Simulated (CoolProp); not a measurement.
Saturation properties of R125 (Tc = 339.2 K, pc = 3.618 MPa, ω = 0.305).

Values from CoolProp's reference Helmholtz-energy equation of state, Lemmon 2005.

```csv
T (K),p (MPa),liquid density (kg/m³),vapour Z,liquid viscosity (µPa s)
227.4,0.1135,1505,0.9536,396
233.5,0.1507,1483,0.9435,361
239.6,0.1967,1460,0.9321,329
245.6,0.2519,1437,0.9196,302
251.7,0.3194,1412,0.9053,276
257.8,0.4000,1387,0.8896,253
263.9,0.4950,1361,0.8721,232
269.9,0.6043,1335,0.8533,213
276,0.7330,1306,0.8322,196
282.1,0.8811,1277,0.8090,179
288.1,1.048,1246,0.7841,164
```

It boils at 225.1 K under 1 atm.

Viscosity comes from a separate model (Huber 2006).
